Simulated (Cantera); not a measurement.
Equilibrium for abatement and gas-phase synthesis: H₂O + SO₂ + H₂

Charge: 1 mol H₂O, 0.38 mol SO₂, 0.12 mol H₂, equilibrated at 0.00133 bar.

Method: chemical equilibrium by Gibbs-energy minimisation in Cantera with the NASA 1993 tables (ideal gas, pure condensed phases). Candidate condensed phases: H₂O, H₂SO₄, S; 19 gas species. Gases not in the tables: S₃ to S₇. Kinetics and transport are ignored.

| T (K) | log p H₂O | log p SO₂ | log p H₂ | log p S₂ | log p SO |
|---|---|---|---|---|---|
| 1073 | -3.01 | -3.52 | -4.71 | -4.74 | -6.70 |
| 1173 | -3.01 | -3.51 | -4.46 | -4.82 | -6.20 |
| 1273 | -3.02 | -3.50 | -4.27 | -4.95 | -5.81 |
| 1373 | -3.03 | -3.49 | -4.14 | -5.18 | -5.50 |
| 1473 | -3.04 | -3.49 | -4.06 | -5.53 | -5.27 |
| 1573 | -3.04 | -3.48 | -4.03 | -6.02 | -5.12 |
| 1673 | -3.05 | -3.49 | -4.02 | -6.55 | -5.01 |
| 1773 | -3.05 | -3.49 | -4.03 | -7.07 | -4.93 |
| 1873 | -3.05 | -3.49 | -4.03 | -7.53 | -4.85 |
log p: log10 of the partial pressure in bar; nothing condenses.

From 1073 K to 1873 K nothing is condensed.
